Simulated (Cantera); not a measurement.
## Low-pressure radical oxidation in H2/O2

An isothermal, constant-pressure homogeneous reactor starts with H2 : O2 = 0.014 : 1 (molar parts), at 950 K and 1100 Pa.

Cantera simulation using the H2/O2 subset of GRI-Mech 3.0, which has no nitrogen chemistry; the numbers are that mechanism's predictions, not measurements. Radical loss at walls, strong at low pressure, is not modelled.

| t (s) | x H2 | x O2 | x OH | x H2O2 | x H2O | x O |
|---|---|---|---|---|---|---|
| 0.000100 | 0.0138 | 0.986 | <1e-12 | <1e-12 | <1e-12 | <1e-12 |
| 0.000410 | 0.0138 | 0.986 | 4.93e-12 | <1e-12 | 1.65e-12 | 6.04e-12 |
| 0.00168 | 0.0138 | 0.986 | 4.21e-11 | <1e-12 | 5.76e-11 | 7.41e-11 |
| 0.00690 | 0.0138 | 0.986 | 3.41e-9 | <1e-12 | 8.93e-9 | 7.15e-9 |
| 0.0283 | 0.00402 | 0.980 | 0.00107 | 1.55e-7 | 0.00820 | 0.00467 |
| 0.116 | 3.52e-5 | 0.984 | 0.000185 | 2.07e-8 | 0.0137 | 0.00193 |
| 0.476 | 3.29e-6 | 0.986 | 5.70e-5 | 1.57e-8 | 0.0139 | 0.000208 |
| 1.95 | 2.16e-7 | 0.986 | 1.58e-5 | 8.20e-9 | 0.0139 | 1.58e-5 |
| 8.00 | 1.60e-8 | 0.986 | 4.82e-6 | 2.66e-9 | 0.0139 | 1.43e-6 |
x: mole fraction; the columns are a selection and need not sum to one.

Equilibrium at this temperature and pressure: H2 2.45e-12, O2 0.986, OH 6.99e-8, H2O2 2.08e-12, H2O 0.0139, O 3.03e-10 (gas phase only).
